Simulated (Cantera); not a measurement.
Feed: 1 mol C₂F₆, 11 mol H₂, 0.013 mol CH₄, equilibrated at 1975 K and 0.0920 bar.

Cantera equilibrium calculation (NASA polynomials, part measured and part estimated; ideal gas, pure solids and liquids). Candidate condensed phases: C, C₆H₆, C₇H₈, C₈H₁₈; 95 gas species. The feed counts by its element totals alone. Kinetics and transport are ignored.

Base state: H₂ 0.569, HF 0.427, H 0.00340, C₂H₂ (acetylene) 0.000370, CH₄ 1.35e-5 (mole fractions); condensed: C(graphite).

Question: What changes in the equilibrium state with this change: temperature from 1975 K to 2998.15 K?

Answer: 
```tsv
species	before	after
HF	0.427	0.360
H₂	0.569	0.318
H	0.00340	0.292
C₂H₂ (acetylene)	0.000370	0.0197
C₃	<1e-9	0.00332
C	<1e-9	0.000541
C(graphite), mol	2.00	1.02
```
